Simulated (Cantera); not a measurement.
Charge: 1 mol Cu, 0.59 mol CO2, 3.5 mol CO, at 250 Pa.

Cantera equilibrium calculation (NASA polynomials, part measured and part estimated; ideal gas, pure solids and liquids). Candidate condensed phases: C, Cu, CuO, Cu2O; 15 gas species. Rates play no part.

Problem. Which condensed phases are stable at each of these points (T (K)): 798, 898, 998, 1098, 1198, 1298, 1398, 1498, 1598, 1698?

Solution. 
```
T (K)     condensed phases  Cu condensed (%)
-----  -------------------  ----------------
798    C(graphite) + Cu(s)             100.0
898                  Cu(s)             100.0
998                  Cu(s)             100.0
1098                 Cu(s)             100.0
1198                 Cu(s)             100.0
1298                 Cu(s)             100.0
1398                 Cu(l)              99.8
1498                 Cu(l)              98.7
1598                 Cu(l)              93.6
1698                 Cu(l)              72.9
```

At 798 K the condensed part is C(graphite) + Cu(s). From 898 K to 1298 K the condensed part is Cu(s). From 1398 K to 1698 K the condensed part is Cu(l).
